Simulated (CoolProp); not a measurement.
Saturated liquid density (kg/m³) of tetrahydrofuran: the reference equation beside estimates from Tc = 267.0 °C, pc = 5.304 MPa, ω = 0.234. Rackett uses Z = 0.29056 − 0.08775 ω.

The numbers come from the reference Helmholtz-energy equation of state, Fiedler 2023 in CoolProp.

```
T (°C)  reference  Rackett  van der Waals  Peng-Robinson
------  ---------  -------  -------------  -------------
139.15      743.8    750.8          457.5          772.6
147.95      731.5    737.8              ?          756.7
156.75          ?    724.3              ?          739.9
165.55      705.5    710.3              ?          722.1
174.35      691.7    695.7          423.2          703.2
183.25      677.1    680.3          413.5          682.9
192.05      661.8    664.1          403.4          661.3
200.85      645.6    647.0          392.6          638.0
209.65      628.2    628.7          381.0          612.9
```

Q: What belongs in the gaps?

A: 
- 147.95, van der Waals: 449.5
- 156.75, reference: 718.7
- 156.75, van der Waals: 441.1
- 165.55, van der Waals: 432.4

Absolute difference from the reference over all 9 rows, mean and median: Rackett 0.6 and 0.6 %, van der Waals 38.9 and 38.8 %, Peng-Robinson 2.1 and 2.4 %.
